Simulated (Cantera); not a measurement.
An adiabatic, constant-pressure homogeneous reactor starts with CH4 : CO : O2 : N2 = 1 : 1.4 : 1.29 : 14.1 (molar parts), equivalence ratio 2.1, at 1375 K and 2700000 Pa. Integrator tolerance rtol = 1e-08.

Model: GRI-Mech 3.0 (53 species, 325 reactions), integrated in Cantera. The pressure lies above the range GRI-Mech 3.0 was tuned for (to about 10 atm).

### Question
What does this change do: pressure from 2700000 Pa to 450000 Pa?

### Answer
```
quantity                                                              before                                      after
---------------------------------  -----------------------------------------  -----------------------------------------
time of steepest temperature rise                                    1.82 ms                                    7.97 ms
temperature at 2.00 s                                                 2014 K                                     2013 K
equilibrium temperature                                               2014 K                                     2013 K
x(CH4) at 2.00 s                     6.31e-9 (gas-phase equilibrium 6.82e-9)  1.72e-10 (gas-phase equilibrium 1.90e-10)
x(CO) at 2.00 s                          0.103 (gas-phase equilibrium 0.103)        0.103 (gas-phase equilibrium 0.103)
x(O2) at 2.00 s                      5.49e-9 (gas-phase equilibrium 5.49e-9)    3.25e-8 (gas-phase equilibrium 3.25e-8)
x(H2O2) at 2.00 s                  4.40e-11 (gas-phase equilibrium 4.40e-11)  4.36e-11 (gas-phase equilibrium 4.36e-11)
x(HO2) at 2.00 s                   1.08e-11 (gas-phase equilibrium 1.08e-11)  2.60e-11 (gas-phase equilibrium 2.60e-11)
x(HCN) at 2.00 s                     9.98e-7 (gas-phase equilibrium 9.94e-7)    1.68e-7 (gas-phase equilibrium 1.66e-7)
```
